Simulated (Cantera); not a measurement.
Charge: 1 mol AlCl3, 1.3 mol O2, 55 mol N2, at 1848 K and 2.50 mbar.

Equilibrium computed with Cantera from the NASA thermochemical tables; the gas is ideal and each condensed phase is pure. Candidate condensed phases: Al, AlCl3, AlN, Al2O3; 24 gas species. Equilibrium is a limit: real reactors are often held back by kinetics, nucleation or transport.

Base state: N2 0.939, Cl 0.0511, O2 0.00868, NO 0.00108, O 0.000353, Cl2 4.22e-5 (mole fractions); condensed: Al2O3(s).

Task: What changes in the equilibrium state with this change: temperature from 1848 K to 600 K?

Result: 
| species | before | after |
|---|---|---|
| N2 | 0.939 | 0.964 |
| Cl2 | 4.22e-5 | 0.0263 |
| O2 | 0.00868 | 0.00964 |
| Cl | 0.0511 | 6.34e-8 |
| O | 0.000353 | <1e-9 |
| NO | 0.00108 | 4.88e-9 |
| Al2O3(s), mol | 0.500 | 0.500 |
Condensed phases not in the tables: AlOCl.
